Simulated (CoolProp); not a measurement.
Vapour-liquid equilibrium of n-heptane (1) + ethylbenzene (2) at 402 kPa; x and y are mole fractions of (1).

Model: multi-fluid Helmholtz-energy mixture model, Span 2003 and Zhou 2012; pair parameters Bell 2016, in CoolProp.

Task: Give the bubble temperature and the first vapour's composition at x = 0.2, 0.35, 0.8. Is there an azeotrope?

Result: x = 0.2: 182.0 °C, y = 0.373; x = 0.35: 174.3 °C, y = 0.551; x = 0.8: 158.6 °C, y = 0.886. No azeotrope shows between x = 0.05 and 0.95.

The pair parameters rest on a limited set of measurements; away from them the model extrapolates.
